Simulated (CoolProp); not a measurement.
The numbers come from the reference Helmholtz-energy equation of state, Lemmon 2006 in CoolProp. It is a short technical equation, of lower accuracy than the large ones.

Task: Give the vapour pressure (kPa), liquid density (kg/m³), vapour density (kg/m³), liquid cp (kJ/(kg K)) of saturated acetone at 305.6, 309.3, 316.7 K.

Result: 
| T (K) | p (kPa) | liquid density (kg/m³) | vapour density (kg/m³) | liquid cp (kJ/(kg K)) |
|---|---|---|---|---|
| 305.6 | 42.0 | 776 | 0.990 | 2.16 |
| 309.3 | 48.7 | 772 | 1.14 | 2.17 |
| 316.7 | 64.7 | 764 | 1.49 | 2.19 |
